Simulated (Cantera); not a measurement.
Input (Python, Cantera) and output of one run.

```python
import numpy as np
import cantera as ct

gas_names = [...]  # 140 gases of nasa_gas.yaml made of C, Fe, H, N, O
cond_names = """
    C(gr) C6H6(L) C7H8(L) C8H18(L),n-octa Fe(a) Fe(c) Fe(d) Fe(L) FeC5O5(L) FeO(s) FeO(L) Fe(OH)2(s)
    Fe(OH)3(s) Fe2O3(s) Fe3O4(s) H2O(s) H2O(L)
""".split()


# ... load() reads the species with a 1 bar reference pressure and builds the phases ...
atoms = {
    'Fe2O3': {'Fe': 2, 'O': 3},
    'CH4': {'C': 1, 'H': 4},
    'N2': {'N': 2},
}
top_T = {'C(gr)': 4500, 'Fe2O3(s)': 1830, 'Fe3O4(s)': 1870}  # K; cautious upper limits of use, not melting points


# ... equilibrate(T, P, feed) seeds the gas with the atoms and calls Mixture.equilibrate('TP', solver="vcs", rtol=1e-11, max_steps=5000) ...
results = []
feed = {'Fe2O3': 1, 'CH4': 3, 'N2': 0.39}  # mol
T = 1673.15  # K
P = 260  # Pa
mix = equilibrate(T, P, feed)
results.append((T, P, feed, dict(zip(mix.species_names, mix.species_moles))))
x = sorted(zip(gas.X, gas.species_names), reverse=True)
print(f"T = {T:g} K  P = {P:g} Pa  gas = {mix.phase_moles(0):.4g} mol")
print("   x: " + "  ".join(f"{s} {v:.3e}" for v, s in x if v > 0.0001))
print("   condensed (mol): " + ("  ".join(f"{mix.phase(i).name} {mix.phase_moles(i):.4g}"
      for i in range(1, mix.n_phases) if mix.phase_moles(i) > 1e-12) or "none"))
```

Result:

```
T = 1673.15 K  P = 260 Pa  gas = 9.413 mol
   x: H2 6.365e-01  CO 3.187e-01  N2 4.143e-02  H 1.784e-03  Fe 1.547e-03
   condensed (mol): Fe(d) 1.985
```

These are equilibrium values from Cantera (NASA tables, ideal gas, pure condensed phases), not measurements of a reactor.
